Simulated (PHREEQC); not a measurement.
# Nickel, zinc or cadmium bath

A solution holds 0.0025 mol/kgw CdCl2, 0.00096 mol/kgw Na2SO4 and 0.00101 mol/kgw NiCl2, at 10 °C. Closed to the air; pH follows from the charge balance.

Equilibrium calculation in PHREEQC: ion-association model, wateq4f.dat.

Precipitation was switched off in this run.

**Question.** Predict the pH, ionic strength.

**Answer.** pH 6.34; ionic strength 0.0113 mol/kgw.

**Question.** In which forms is Cl present?

**Answer.** Cl- 90 %, CdCl+ 9.1 % of the Cl.

Species that the database lacks are ignored. In wateq4f.dat the enthalpy of Ni(OH)2 has the wrong sign, so its saturation index can't be trusted away from 25 °C. Constants without temperature data keep their 25 °C values here.
